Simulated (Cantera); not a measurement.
A closed system holds: 1 mol Si3N4, 1 mol Cl2, 34 mol H2, 2.8 mol HCl, held at 100000 Pa.

Cantera equilibrium calculation (NASA polynomials, part measured and part estimated; ideal gas, pure solids and liquids). Candidate condensed phases: NH4Cl, Si, Si3N4; 28 gas species. The tables' values for SiCl3 are old estimates; treat these amounts as uncertain. Rates play no part. All values below are at 1052 °C.

Base state: H2 0.878, HCl 0.117, N2 0.00200, SiCl4 0.00175, SiHCl3 0.000674, SiCl3 0.000288, SiCl2 0.000258, SiH2Cl2 3.73e-5 (mole fractions); condensed: Si3N4(s).

Question: What changes in the equilibrium state with this change: HCl from 2.8 to 8.8 mol?

Answer: 
```json
[
 {"species": "H2", "before": "0.878", "after": "0.776"},
 {"species": "HCl", "before": "0.117", "after": "0.205"},
 {"species": "SiCl4", "before": "0.00175", "after": "0.00865"},
 {"species": "N2", "before": "0.00200", "after": "0.00767"},
 {"species": "SiCl3", "before": "0.000288", "after": "0.000765"},
 {"species": "Si3N4(s), mol", "before": "0.962", "after": "0.832"}
]
```

Question: What changes in the equilibrium state with this change: pressure from 100000 Pa to 13300 Pa?

Answer: 
```tsv
species	before	after
H2	0.878	0.877
HCl	0.117	0.118
N2	0.00200	0.00191
SiCl2	0.000258	0.00105
SiH2Cl2	3.73e-5	2.03e-5
SiHCl3	0.000674	0.000373
SiCl4	0.00175	0.000983
SiCl3	0.000288	0.000437
Si3N4(s), mol	0.962	0.964
```
